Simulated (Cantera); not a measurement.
Mixture: CH4 : CO : O2 : N2 = 1 : 0.29 : 1.43 : 5.38 (molar parts), equivalence ratio 1.5, at 0.980 bar, adiabatic and at constant pressure. Ignition delay is the time to a rise of 400 K.

Detailed kinetics in Cantera: GRI-Mech 3.0 (53 species, 325 reactions).

**Question.** Predict: delay at 1075 K; delay at 1125 K; delay at 1175 K; delay at 1225 K; delay at 1275 K; delay at 1325 K; delay at 1375 K; apparent activation energy between 1275 and 1375 K.

**Answer.** 
- delay at 1075 K: 0.584 s
- delay at 1125 K: 0.247 s
- delay at 1175 K: 0.110 s
- delay at 1225 K: 51.1 ms
- delay at 1275 K: 24.7 ms
- delay at 1325 K: 12.4 ms
- delay at 1375 K: 6.47 ms
- apparent activation energy between 1275 and 1375 K: 200 kJ/mol
